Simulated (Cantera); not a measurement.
Input (Python, Cantera):

```python
import numpy as np
import cantera as ct

gas = ct.Solution("gri30.yaml")


def delay(T, t_max=10):
    gas.TPX = T, 500000, {'CH3OH': 1, 'O2': 1.07, 'N2': 5.04}
    reactor = ct.IdealGasReactor(gas, clone=False)
    net = ct.ReactorNet([reactor])
    net.rtol, net.atol = 1e-8, 1e-16
    while net.time < t_max:
        t_old, T_old = net.time, reactor.T
        net.step()
        if reactor.T > T + 400:  # ignition: a rise of 400 K
            return t_old + (T + 400 - T_old) / (reactor.T - T_old) * (net.time - t_old)
    return np.nan


taus = []
for T in [1300, 1350, 1400, 1450, 1500, 1550]:
    taus.append(delay(T))
    print(f"T0 = {T:6g} K   tau = {taus[-1]:.4e} s")
```

It prints:

```
T0 =   1300 K   tau = 5.0594e-04 s
T0 =   1350 K   tau = 2.5756e-04 s
T0 =   1400 K   tau = 1.3889e-04 s
T0 =   1450 K   tau = 7.8975e-05 s
T0 =   1500 K   tau = 4.7132e-05 s
T0 =   1550 K   tau = 2.9380e-05 s
```

Detailed kinetics in Cantera: GRI-Mech 3.0 (53 species, 325 reactions). GRI-Mech 3.0 was tuned for natural gas; its chemistry of methanol as a main component is partial and can be far from experiment.
